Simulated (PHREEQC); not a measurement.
1 kg of water holding 0.25 mol/kgw NaCl meets 20 L of dry gas (N2 0.86, O2 0.14 by moles) at fixed total pressure, at 80 °C; fugacities by Peng-Robinson. The gases take part in no redox reaction, some water evaporates into the gas, and hydrates or a liquid gas phase aren't modelled. No solid was allowed to form.

The numbers come from PHREEQC with the ion-association model, phreeqc.dat.

Q: Predict dissolved N2 (mol/kgw), dissolved O2 (mol/kgw) at P (atm) = 5, 40, 50.

A: 
```csv
P (atm),dissolved N2 (mol/kgw),dissolved O2 (mol/kgw)
5,0.00167,0.000466
40,0.0140,0.00385
50,0.0174,0.00476
```

At this temperature some constants are extrapolated from 25 °C, and those without enthalpy data are left unchanged.
